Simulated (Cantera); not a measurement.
What does this Cantera script print?

```python
import numpy as np
import cantera as ct

gas_names = """
    H HNO HNO2 HNO3 HO2 H2 H2O H2O2 N NH NH2 NH3 NH2OH NO NO2 NO3 N2 N2H2 N2H4 N2O O OH O2 O3 V VN VO
    VO2
""".split()
cond_names = """
    H2O(s) H2O(L) V(cr) V(L) VN(s) VO(s) VO(L) V2O3(s) V2O3(L) V2O4(I) V2O4(II) V2O4(L) V2O5(s) V2O5(L)
""".split()


# ... load() reads the species with a 1 bar reference pressure and builds the phases ...
atoms = {
    'V': {'V': 1},
    'O2': {'O': 2},
    'N2': {'N': 2},
    'H2O': {'H': 2, 'O': 1},
}
top_T = {'VN(s)': 2300}  # K; cautious upper limits of use, not melting points


# ... equilibrate(T, P, feed) seeds the gas with the atoms and calls Mixture.equilibrate('TP', solver="vcs", rtol=1e-11, max_steps=5000) ...
results = []
feed = {'V': 1, 'O2': 0.67, 'N2': 38, 'H2O': 11}  # mol
P = 133.322  # Pa
for T in [1048, 1148, 1248, 1348, 1448, 1548, 1648, 1748, 1848, 1948, 2048, 2148, 2248, 2348]:
    mix = equilibrate(T, P, feed)
    results.append((T, P, feed, dict(zip(mix.species_names, mix.species_moles))))

top = {s: max(r[3][s] / sum(r[3][g] for g in gas_names) for r in results) for s in gas_names}
cols = sorted((s for s in top if top[s] > 0.0001), key=lambda s: -top[s])[:8]
seen = [c for c in cond_names if any(r[3].get(c, 0) > 1e-12 for r in results)]
print("log10 of partial pressures in bar; condensed amounts in mol")
print(f"{'T/K':>10s}" + "".join(f"{s[:9]:>10s}" for s in cols + seen))
for T, P, feed, n in results:
    ng = sum(n[g] for g in gas_names)
    print(f"{T:10.4g}" + "".join(f"{np.log10(max(n[s] / ng * P / 1e5, 1e-99)):10.3f}" for s in cols)
          + "".join(f"{n.get(c, 0):10.4g}" for c in seen))
```

Output:

```
log10 of partial pressures in bar; condensed amounts in mol
       T/K        N2       H2O         H        H2         O        OH       VO2        O2   V2O3(s)
      1048    -2.986    -3.530   -10.793    -5.361   -16.833   -11.463   -14.512   -15.269       0.5
      1148    -2.986    -3.530    -9.825    -5.361   -14.656   -10.218   -12.406   -13.111       0.5
      1248    -2.986    -3.530    -9.011    -5.361   -12.825    -9.171   -10.646   -11.296       0.5
      1348    -2.986    -3.530    -8.316    -5.361   -11.263    -8.279    -9.154    -9.747       0.5
      1448    -2.986    -3.530    -7.715    -5.359    -9.917    -7.510    -7.875    -8.415    0.4998
      1548    -2.986    -3.531    -7.180    -5.337    -8.764    -6.850    -6.778    -7.294    0.4969
      1648    -2.986    -3.534    -6.664    -5.228    -7.843    -6.318    -5.867    -6.493     0.475
      1748    -2.989    -3.544    -6.137    -4.991    -7.172    -5.923    -5.138    -6.075    0.3652
      1848    -2.996    -3.569    -5.619    -4.688    -6.684    -5.634    -4.575    -5.922         0
      1948    -2.998    -3.586    -5.238    -4.581    -6.073    -5.286    -4.578    -5.440         0
      2048    -3.002    -3.618    -4.874    -4.449    -5.573    -5.006    -4.582    -5.110         0
      2148    -3.010    -3.671    -4.541    -4.321    -5.152    -4.781    -4.590    -4.875         0
      2248    -3.022    -3.758    -4.244    -4.219    -4.792    -4.607    -4.602    -4.708         0
      2348    -3.040    -3.893    -3.987    -4.158    -4.487    -4.487    -4.621    -4.603         0
```

Equilibrium computed with Cantera from the NASA thermochemical tables; the gas is ideal and each condensed phase is pure. Condensed phases not in the tables: the oxides between V2O3 and V2O5 other than VO2.
